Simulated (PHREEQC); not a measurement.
0.086 g of hydrous ferric oxide (600 m²/g; 0.2 weak and 0.005 strong sites per Fe, Dzombak-Morel constants, diffuse double layer) in 1 kg of water with 0.005 mol/kgw of an inert sodium salt and 3e-06 mol/kgw MgCl2, 2.8e-06 mol/kgw CuSO4 and 3.3e-07 mol/kgw MnCl2, at 25 °C; the pH is set by adding NaOH or the inert anion's acid. The system is closed to oxygen. CO2 from the air is kept out. No solid was allowed to form.

Base run: PHREEQC, ion-association model, wateq4f.dat. Each further column changes one thing. The table gives Cu sorbed (%).

```csv
pH,base,no electrostatic term (-no_edl),background salt from 0.005 to 0.0005 mol/kgw,oxide from 0.086 to 0.43 g/kgw,4.4e-05 mol/kgw Ag2SO4 added
4,0.9,1.7,0.6,___,1.3
4.75,14.9,32.2,11.8,46.4,22.8
5.12,41.1,68.9,36.3,___,54.3
5.88,92.6,98.4,92.0,98.8,94.1
6.25,98.2,99.7,98.2,99.7,97.9
7,99.8,100.0,99.8,100.0,99.5
7.75,99.9,99.9,99.9,100.0,99.5
8.12,99.9,99.9,99.9,100.0,99.5
8.88,99.8,98.9,99.8,100.0,99.3
9.25,99.8,___,99.8,100.0,99.1
10,99.8,55.6,99.8,100.0,___
```

Some entries are withheld; supply them.


- 4, oxide from 0.086 to 0.43 g/kgw: 4.2
- 5.12, oxide from 0.086 to 0.43 g/kgw: 78.9
- 9.25, no electrostatic term (-no_edl): 96.0
- 10, 4.4e-05 mol/kgw Ag2SO4 added: 98.5

The database's constant for dissolved Cu(OH)2 is higher than later reviews accept. In at least one series the solution becomes supersaturated in solids that the run did not let form, among them Cerargyrite.
